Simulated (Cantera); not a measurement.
# Gas-phase reforming

An isothermal, constant-pressure homogeneous reactor starts with CH₄ : CO₂ = 1 : 0.41 (molar parts), at 1248 K and 4.05 atm.

Computed with Cantera and GRI-Mech 3.0 (53 species, 325 reactions). GRI-Mech 3.0 stops at C3 and has no aromatics, soot or wall deposition, so with more carbon than oxygen in the feed, carbon stays in small species such as C2H2 where larger ones or solid carbon would form.

```json
[
 {"t (s)": "0.000200", "x CH₄": "0.709", "x CO₂": "0.291", "x C₂H₄": "2.04e-10", "x CH₂O": "2.03e-12", "x HO₂": "<1e-12"},
 {"t (s)": "0.000860", "x CH₄": "0.709", "x CO₂": "0.291", "x C₂H₄": "1.08e-8", "x CH₂O": "1.02e-10", "x HO₂": "<1e-12"},
 {"t (s)": "0.00369", "x CH₄": "0.709", "x CO₂": "0.291", "x C₂H₄": "1.34e-7", "x CH₂O": "1.11e-9", "x HO₂": "<1e-12"},
 {"t (s)": "0.0159", "x CH₄": "0.709", "x CO₂": "0.291", "x C₂H₄": "1.01e-6", "x CH₂O": "5.32e-9", "x HO₂": "<1e-12"},
 {"t (s)": "0.0682", "x CH₄": "0.709", "x CO₂": "0.291", "x C₂H₄": "1.11e-5", "x CH₂O": "1.86e-8", "x HO₂": "<1e-12"},
 {"t (s)": "0.293", "x CH₄": "0.708", "x CO₂": "0.291", "x C₂H₄": "0.000169", "x CH₂O": "3.63e-8", "x HO₂": "<1e-12"},
 {"t (s)": "1.26", "x CH₄": "0.703", "x CO₂": "0.290", "x C₂H₄": "0.00154", "x CH₂O": "4.15e-8", "x HO₂": "<1e-12"},
 {"t (s)": "5.41", "x CH₄": "0.681", "x CO₂": "0.286", "x C₂H₄": "0.00534", "x CH₂O": "3.71e-8", "x HO₂": "<1e-12"},
 {"t (s)": "23.3", "x CH₄": "0.602", "x CO₂": "0.262", "x C₂H₄": "0.0227", "x CH₂O": "4.15e-8", "x HO₂": "<1e-12"},
 {"t (s)": "100", "x CH₄": "0.452", "x CO₂": "0.144", "x C₂H₄": "0.0584", "x CH₂O": "1.10e-7", "x HO₂": "<1e-12"}
]
```
x: mole fraction; the columns are a selection and need not sum to one.

Equilibrium at this temperature and pressure: CH₄ 0.261, CO₂ 0.000127, C₂H₄ 0.00142, CH₂O 2.66e-7, HO₂ <1e-12 (gas phase only).
